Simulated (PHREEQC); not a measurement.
A solution holds 20 mmol/kgw MnSO4, 0.046 mmol/kgw HCl, 9.8 mmol/kgw NaCl and 8.2 mmol/kgw Cd(NO3)2, at 25 °C. Closed to the air; pH follows from the charge balance.

All values are PHREEQC results (ion-association model, phreeqc.dat), not measurements.

Precipitation was switched off in this run.

What pH, density, ionic strength does the model give?

pH 4.59; density 1.002 g/cm³; ionic strength 0.0799 mol/kgw.

In which forms is Cd present?

Cd+2 52 %, CdSO4 27 %, CdCl+ 16 %, Cd(SO4)2-2 3.6 %, CdNO3+ 0.8 % of the Cd.

Complexes and solids missing from the database can't appear.
